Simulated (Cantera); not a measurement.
## Adiabatic ignition

An adiabatic, constant-pressure homogeneous reactor starts with 1.75 % CH4, 10.0 % O2, 88.2 % N2, equivalence ratio 0.35, at 1648 K and 750 Torr.

Cantera simulation using GRI-Mech 3.0 (53 species, 325 reactions); the numbers are that mechanism's predictions, not measurements.

```
t (s)     T (K)   x CH4    x O2   x CH2CO    x CH2O     x HO2    x C2H
--------  -----  ------  ------  --------  --------  --------  -------
8.00e-6    1648  0.0175   0.100    <1e-12   3.51e-8   2.81e-7   <1e-12
3.04e-5    1648  0.0175   0.100    <1e-12   6.92e-7   9.90e-7   <1e-12
0.000115   1648  0.0175   0.100  1.92e-10   1.48e-5   2.90e-6   <1e-12
0.000438   1685  0.0111  0.0943   4.57e-5  0.000905  0.000114  5.71e-9
0.00167    2008  <1e-12  0.0643    <1e-12    <1e-12   1.33e-6   <1e-12
0.00632    2026  <1e-12  0.0647    <1e-12    <1e-12   7.67e-7   <1e-12
0.0240     2026  <1e-12  0.0647    <1e-12    <1e-12   7.64e-7   <1e-12
0.0912     2026  <1e-12  0.0647    <1e-12    <1e-12   7.63e-7   <1e-12
0.347      2025  <1e-12  0.0644    <1e-12    <1e-12   7.58e-7   <1e-12
1.32       2022  <1e-12  0.0638    <1e-12    <1e-12   7.42e-7   <1e-12
5.00       2017  <1e-12  0.0627    <1e-12    <1e-12   7.19e-7   <1e-12
```
x: mole fraction; the columns are a selection and need not sum to one.

```json
{
 "time_of_steepest_temperature_rise": "0.471 ms",
 "temperature at 5.00 s": "2017 K",
 "equilibrium_temperature": "2015 K",
 "x(CH4) at 5.00 s": "<1e-12 (gas-phase equilibrium <1e-12)",
 "x(O2) at 5.00 s": "0.0627 (gas-phase equilibrium 0.0625)",
 "x(CH2CO) at 5.00 s": "<1e-12 (gas-phase equilibrium <1e-12)"
}
```
